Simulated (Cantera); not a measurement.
Input: 1 mol H2S, 0.34 mol H2O, held at 7.10 bar.

Equilibrium computed with Cantera from the NASA thermochemical tables; the gas is ideal and each condensed phase is pure. Candidate condensed phases: H2O, H2SO4, S; 19 gas species. Rates play no part.

### Question
At 2450 °C, list the 6 most abundant gas species with their mole fractions, and the condensed phases.

### Answer
H2 0.466, S2 0.180, H2O 0.151, H2S 0.0736, SH 0.0670, SO 0.0205. Condensed: gas only.
